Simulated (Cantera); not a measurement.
Input (Python, Cantera) and output of one run.

```python
import numpy as np
import cantera as ct

gas_names = """
    Fe FeO Fe(OH)2 H HO2 H2 H2O H2O2 O OH O2 O3
""".split()
cond_names = """
    Fe(a) Fe(c) Fe(d) Fe(L) FeO(s) FeO(L) Fe(OH)2(s) Fe(OH)3(s) Fe2O3(s) Fe3O4(s) H2O(s) H2O(L)
""".split()


def load(file, names, dense=False):
    # The tables refer to 1 bar. Condensed volumes are neglected.
    table = {s.name: s for s in ct.Species.list_from_file(file)}
    out = []
    for n in names:
        d = dict(table[n].input_data)
        d["thermo"] = dict(d["thermo"], **{"reference-pressure": 1e5})
        if dense:
            d["equation-of-state"] = {"model": "constant-volume", "density": "1e6 g/cm^3"}
        out.append(ct.Species.from_dict(d))
    return out


gas = ct.Solution(thermo="ideal-gas", species=load("nasa_gas.yaml", gas_names))
cond = {s.name: ct.Solution(thermo="fixed-stoichiometry", species=[s], name=s.name)
        for s in load("nasa_condensed.yaml", cond_names, dense=True)}
atoms = {
    'Fe2O3': {'Fe': 2, 'O': 3},
    'H2': {'H': 2},
}
top_T = {'Fe2O3(s)': 1830, 'Fe3O4(s)': 1870}  # K; cautious upper limits of use, not melting points


def equilibrate(T, P, feed):
    n = {}
    for name, mol in feed.items():
        for a, k in atoms[name].items():
            n[a] = n.get(a, 0.0) + k * mol
    gas.TPX = T, P, n
    mass = sum(n.values()) * gas.mean_molecular_weight
    gas.equilibrate("TP")
    valid = [c for c in cond.values() if c.min_temp <= T <= top_T.get(c.name, c.max_temp)]
    mix = ct.Mixture([(gas, mass / gas.mean_molecular_weight)] + [(c, 0.0) for c in valid])
    mix.T, mix.P = T, P
    mix.equilibrate("TP", solver="vcs", rtol=1e-11, max_steps=5000)
    return mix


results = []
feed = {'Fe2O3': 1, 'H2': 88}  # mol
P = 390000  # Pa
for T in [1100, 1150, 1200, 1250, 1300, 1350, 1400, 1450, 1500, 1550, 1600, 1650]:
    mix = equilibrate(T, P, feed)
    results.append((T, P, feed, dict(zip(mix.species_names, mix.species_moles))))

top = {s: max(r[3][s] / sum(r[3][g] for g in gas_names) for r in results) for s in gas_names}
cols = sorted((s for s in top if top[s] > 0.0001), key=lambda s: -top[s])[:8]
seen = [c for c in cond_names if any(r[3].get(c, 0) > 1e-12 for r in results)]
print("log10 of partial pressures in bar; condensed amounts in mol")
print(f"{'T/K':>10s}" + "".join(f"{s[:9]:>10s}" for s in cols + seen))
for T, P, feed, n in results:
    ng = sum(n[g] for g in gas_names)
    print(f"{T:10.4g}" + "".join(f"{np.log10(max(n[s] / ng * P / 1e5, 1e-99)):10.3f}" for s in cols)
          + "".join(f"{n.get(c, 0):10.4g}" for c in seen))
```

Result:

```
log10 of partial pressures in bar; condensed amounts in mol
       T/K        H2       H2O     Fe(a)     Fe(c)
      1100     0.576    -0.876         2         0
      1150     0.576    -0.876         2         0
      1200     0.576    -0.876         0         2
      1250     0.576    -0.876         0         2
      1300     0.576    -0.876         0         2
      1350     0.576    -0.876         0         2
      1400     0.576    -0.876         0         2
      1450     0.576    -0.876         0         2
      1500     0.576    -0.876         0         2
      1550     0.576    -0.876         0         2
      1600     0.576    -0.876         0         2
      1650     0.576    -0.876         0         2
```

These are equilibrium values from Cantera (NASA tables, ideal gas, pure condensed phases), not measurements of a reactor.
